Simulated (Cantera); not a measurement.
# Equilibrium for silicon nitride deposition: SiHCl3 + NH3 + N2

A closed system holds: 1 mol SiHCl3, 0.16 mol NH3, a varied amount of N2, held at 1377 °C and 133 Pa.

Cantera equilibrium calculation (NASA polynomials, part measured and part estimated; ideal gas, pure solids and liquids). Candidate condensed phases: NH4Cl, Si, Si3N4; 28 gas species. The tables' values for SiCl3, SiCl are old estimates; treat these amounts as uncertain. The numbers say what is thermodynamically allowed, not how fast it happens.

From 1.4 mol N2 to 24 mol N2 nothing is condensed. The main Si-bearing gas is SiCl2 throughout.

```tsv
n(N2) (mol)	x N2	x SiCl2	x HCl	x H2	x SiCl3	x Cl
1.4	0.400	0.259	0.257	0.0708	0.00951	0.00188
2.1	0.495	0.219	0.217	0.0592	0.00740	0.00174
3.1	0.588	0.179	0.177	0.0479	0.00549	0.00158
4.7	0.682	0.139	0.137	0.0367	0.00376	0.00140
7.1	0.763	0.104	0.102	0.0272	0.00244	0.00121
11	0.832	0.0735	0.0726	0.0191	0.00146	0.00102
16	0.878	0.0536	0.0528	0.0138	0.000913	0.000876
24	0.915	0.0374	0.0368	0.00960	0.000532	0.000732
```
x: gas mole fraction; nothing condenses.
